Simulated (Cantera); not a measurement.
What does this Cantera script print?

```python
import numpy as np
import cantera as ct

gas_names = """
    C CO CO2 C2 C2O C3 C3O2 C4 C5 Ca CaO Ca2 O O2 O3
""".split()
cond_names = """
    C(gr) Ca(a) Ca(b) Ca(L) CaCO3(caL) CaO(s) CaO(L)
""".split()


# ... load() reads the species with a 1 bar reference pressure and builds the phases ...
atoms = {
    'CaO': {'Ca': 1, 'O': 1},
    'O2': {'O': 2},
    'CO2': {'C': 1, 'O': 2},
}
top_T = {'C(gr)': 4500}  # K; cautious upper limits of use, not melting points


# ... equilibrate(T, P, feed) seeds the gas with the atoms and calls Mixture.equilibrate('TP', solver="vcs", rtol=1e-11, max_steps=5000) ...
results = []
T = 698  # K
P = 100000  # Pa
for m in [0.13, 0.22, 0.36, 0.6, 1, 1.7, 2.8, 4.6, 7.7]:
    feed = {'CaO': 1, 'O2': 0.46, 'CO2': m}  # mol
    mix = equilibrate(T, P, feed)
    results.append((T, P, feed, dict(zip(mix.species_names, mix.species_moles))))

top = {s: max(r[3][s] / sum(r[3][g] for g in gas_names) for r in results) for s in gas_names}
cols = sorted((s for s in top if top[s] > 0.0001), key=lambda s: -top[s])[:5]
seen = [c for c in cond_names if any(r[3].get(c, 0) > 1e-12 for r in results)]
print("log10 of partial pressures in bar; condensed amounts in mol")
print(f"{'n(CO2)':>10s}" + "".join(f"{s[:9]:>10s}" for s in cols + seen))
for T, P, feed, n in results:
    ng = sum(n[g] for g in gas_names)
    print(f"{feed['CO2']:10.4g}" + "".join(f"{np.log10(max(n[s] / ng * P / 1e5, 1e-99)):10.3f}" for s in cols)
          + "".join(f"{n.get(c, 0):10.4g}" for c in seen))
```

Result:

```
log10 of partial pressures in bar; condensed amounts in mol
    n(CO2)        O2       CO2 CaCO3(caL    CaO(s)
      0.13    -0.000    -5.164      0.13      0.87
      0.22    -0.000    -5.164      0.22      0.78
      0.36    -0.000    -5.164      0.36      0.64
       0.6    -0.000    -5.164       0.6       0.4
         1    -0.000    -5.164         1 3.152e-06
       1.7    -0.402    -0.219         1         0
       2.8    -0.691    -0.099         1         0
       4.6    -0.946    -0.052         1         0
       7.7    -1.192    -0.029         1         0
```

These are equilibrium values from Cantera (NASA tables, ideal gas, pure condensed phases), not measurements of a reactor.
